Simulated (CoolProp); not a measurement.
Saturated liquid density (kg/m³) of octamethyltrisiloxane (MDM): the reference equation beside estimates from Tc = 292.2 °C, pc = 1.438 MPa, ω = 0.528.

Model: reference Helmholtz-energy equation of state, Thol 2017, in CoolProp.

| T (°C) | reference | van der Waals | Soave-Redlich-Kwong |
|---|---|---|---|
| 14.75 | 825.5 | 471.8 | 735.6 |
| 21.35 | 818.9 | 468.6 | 731.5 |
| 28.05 | 812.2 | 465.4 | 727.2 |
| 34.75 | 805.4 | 462.1 | 722.7 |
| 41.45 | 798.6 | 458.7 | 718.1 |
| 48.15 | 791.8 | 455.3 | 713.4 |
| 54.85 | 784.9 | 451.8 | 708.5 |
| 61.55 | 777.9 | 448.3 | 703.5 |
| 68.25 | 770.9 | 444.7 | 698.3 |
| 74.85 | 764.0 | 441.1 | 693.0 |
| 81.55 | 756.8 | 437.4 | 687.4 |
| 88.25 | 749.6 | 433.6 | 681.7 |
| 94.95 | 742.3 | 429.7 | 675.7 |

Absolute difference from the reference over all 13 rows, mean and median: van der Waals 42.5 and 42.4 %, Soave-Redlich-Kwong 9.8 and 9.7 %.
